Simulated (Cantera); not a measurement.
## CH3Cl (fluorocarbon and chlorocarbon gases)

Input: 1 mol CH3Cl, held at 623 Torr.

Cantera equilibrium calculation (NASA polynomials, part measured and part estimated; ideal gas, pure solids and liquids). Candidate condensed phases: C, C6H6, C7H8, C8H18; 91 gas species. Rates play no part.

From 1898 K to 3098 K the condensed part is C(graphite). The main C-bearing gas is C2H2 (acetylene) throughout. The share of C in condensed phases is highest at 1898 K (99.9 %) and lowest at 3098 K (82.6 %).

```tsv
T (K)	x HCl	x H2	x H	x Cl	x C2H2 (acetylene)	x C2H	x C4H2	x C3	n C(graphite)
1898	0.499	0.499	0.000606	0.000458	0.000188	2.96e-9	2.82e-8	2.36e-12	0.999
1998	0.499	0.499	0.00124	0.000926	0.000378	1.75e-8	1.15e-7	3.18e-11	0.998
2098	0.497	0.498	0.00238	0.00175	0.000711	8.74e-8	4.10e-7	3.33e-10	0.997
2198	0.495	0.496	0.00431	0.00313	0.00126	3.76e-7	1.30e-6	2.79e-9	0.995
2298	0.492	0.494	0.00739	0.00530	0.00211	1.42e-6	3.70e-6	1.94e-8	0.991
2398	0.486	0.490	0.0121	0.00857	0.00338	4.79e-6	9.61e-6	1.14e-7	0.986
2498	0.479	0.484	0.0190	0.0133	0.00519	1.46e-5	2.30e-5	5.81e-7	0.978
2598	0.468	0.476	0.0288	0.0199	0.00765	4.07e-5	5.10e-5	2.59e-6	0.967
2698	0.453	0.464	0.0422	0.0286	0.0109	0.000104	0.000106	1.03e-5	0.953
2798	0.435	0.450	0.0598	0.0399	0.0149	0.000249	0.000206	3.71e-5	0.933
2898	0.411	0.431	0.0823	0.0539	0.0197	0.000556	0.000376	0.000122	0.907
2998	0.383	0.408	0.110	0.0704	0.0252	0.00117	0.000651	0.000368	0.872
3098	0.351	0.380	0.143	0.0893	0.0311	0.00231	0.00106	0.00103	0.826
```
x: gas mole fraction; n: condensed amount in mol.
